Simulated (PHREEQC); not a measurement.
Dissolve 140 mmol/kgw HF and 180 mmol/kgw CuSO4 at 31 °C. Closed to the air; pH follows from the charge balance.

All values are PHREEQC results (ion-association model, wateq4f.dat), not measurements.

Each row changes one thing in this solution. No solid was allowed to form.

```
case                                                      pH  ionic strength (mol/kgw)  HF (mol/kgw)  SO4-2 (mol/kgw)  HSO4- (mol/kgw)  H2F2 (mol/kgw)
------------------------------------------------  ----------  ------------------------  ------------  ---------------  ---------------  --------------
as made                                                 2.24                     0.358        0.0809           0.0778           0.0169          0.0149
diluted 2-fold with water                               2.36                (withheld)        0.0455           0.0424          0.00821      (withheld)
diluted 10-fold with water                              2.68                    0.0488       0.00959           0.0107          0.00141        0.000195
diluted 100-fold with water                             3.22                   0.00677      0.000663          0.00148          7.70e-5         9.23e-7
0.025 mol/kgw NaCl added                                2.23                (withheld)        0.0808           0.0787           0.0169          0.0149
CuSO4 replaced by (NH4)2SO4 at the same molality  (withheld)                     0.378        0.0814           0.0879           0.0160          0.0152
CuSO4 from 0.18 to 0.09 mol/kgw                         2.20                     0.198    (withheld)           0.0406           0.0115          0.0158
```

Task: Complete the blanks.

Result: 
- diluted 2-fold with water, ionic strength (mol/kgw): 0.194
- diluted 2-fold with water, H2F2 (mol/kgw): 0.00453
- 0.025 mol/kgw NaCl added, ionic strength (mol/kgw): 0.387
- CuSO4 replaced by (NH4)2SO4 at the same molality, pH: 2.31
- CuSO4 from 0.18 to 0.09 mol/kgw, HF (mol/kgw): 0.0848

Species that the database lacks are ignored. wateq4f.dat counts part of the HF as a dimer, H2F2, which phreeqc.dat doesn't know; its constant is uncertain.
